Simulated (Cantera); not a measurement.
Feed: 1 mol SiH₂Cl₂, 25 mol N₂, equilibrated at 0.100 bar.

Equilibrium computed with Cantera from the NASA thermochemical tables; the gas is ideal and each condensed phase is pure. Candidate condensed phases: NH₄Cl, Si, Si₃N₄; 28 gas species. N₂ is the only nitrogen source here; it is nearly inert below about 1500 K, so the nitride shown seldom forms there in practice. Equilibrium is a limit: real reactors are often held back by kinetics, nucleation or transport.

Over these rows the condensed part is Si₃N₄(s). Partial pressures as log10 of bar:

| T (K) | 1000/T (1/K) | log p SiCl₄ | log p N₂ | log p HCl | log p H₂ |
|---|---|---|---|---|---|
| 1450 | 0.6897 | -3.52 | -1.03 | -2.27 | -2.96 |
| 1500 | 0.6667 | -3.67 | -1.03 | -2.28 | -2.93 |
| 1550 | 0.6452 | -3.88 | -1.03 | -2.31 | -2.88 |
| 1600 | 0.6250 | -4.16 | -1.03 | -2.34 | -2.83 |
| 1650 | 0.6061 | ? | -1.03 | -2.38 | -2.77 |
| 1700 | 0.5882 | -4.81 | -1.03 | -2.43 | -2.72 |

Fit log p(SiCl₄) = a + b·(1000/T) to the five rows, give the apparent enthalpy, and predict the row at 1650 K.

Means: 1000/T = 0.6430, log p = -4.008. Sxy = 0.077767, Sxx = 0.0060745, so b = 12.80 and a = -4.008 − (12.80)×0.6430 = -12.24.
Apparent enthalpy: −19.145 × (12.80) = -245 kJ/mol. With the condensed phases at unit activity, 1/3 Si₃N₄(s) + 4 HCl(g) = SiCl₄(g) + 2/3 N₂(g) + 2 H₂(g) links this pressure to the main gases: over the six rows their terms move log p by -1.12 in all, so the slope isn't that reaction's ΔH° alone. The five rows lie within 0.11 of the line; that is curvature, so one enthalpy describes this range poorly.
Prediction at 1650 K: -12.24 + (12.80)×0.6061 = -4.48. The computed value is -4.47, 0.01 from the line.
